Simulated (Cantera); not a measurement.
Catalytic combustion on Pt

An isothermal plug-flow reactor at 998 K and 2.20 bar (inlet), inlet velocity 0.067 m/s, active area per volume 520 1/m; feed CH4 : O2 : N2 = 0.0065 : 0.16 : 0.79 (molar parts).

Computed with Cantera and Deutschmann's 1995 Pt surface mechanism with GRI-Mech 3.0 gas chemistry. Catalytic surfaces can have several steady states; this one follows from the mechanism file's or the stated starting coverage. Mass transfer to the wall is taken as infinitely fast.

```tsv
z (m)	x CH4	x O2	x H2O	x CO2	x CO	θ free Pt	θ O*	θ OH*
0.00067	0.00582	0.165	0.00194	0.000966	2.43e-6	0.137	0.862	0.00103
0.0012	0.00515	0.164	0.00328	0.00163	2.16e-6	0.137	0.862	0.00133
0.0021	0.00416	0.162	0.00523	0.00260	1.77e-6	0.137	0.861	0.00167
0.0038	0.00277	0.159	0.00798	0.00396	1.32e-6	0.137	0.860	0.00207
0.0067	0.00132	0.156	0.0108	0.00535	1.15e-6	0.138	0.860	0.00241
0.012	0.000325	0.154	0.0128	0.00638	4.93e-7	0.138	0.859	0.00263
0.021	3.01e-5	0.154	0.0135	0.00672	7.26e-8	0.138	0.859	0.00269
0.038	3.39e-7	0.154	0.0136	0.00677	1.12e-8	0.138	0.859	0.00270
0.067	2.41e-10	0.154	0.0136	0.00678	5.65e-9	0.138	0.859	0.00270
```
x: gas mole fraction; θ: surface coverage.
